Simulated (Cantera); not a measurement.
A closed system holds: 1 mol Cu2O, a varied amount of H2, 18 mol N2, held at 1050 K and 2.60 mbar.

These are equilibrium values from Cantera (NASA tables, ideal gas, pure condensed phases), not measurements of a reactor. Candidate condensed phases: Cu, CuO, Cu(OH)2, Cu2O, H2O; 27 gas species. The numbers say what is thermodynamically allowed, not how fast it happens.

Question: At 880 mol H2, list the 3 most abundant gas species with their mole fractions, and the condensed phases.

Answer: H2 0.979, N2 0.0200, H2O 0.00111. Condensed: Cu(s).
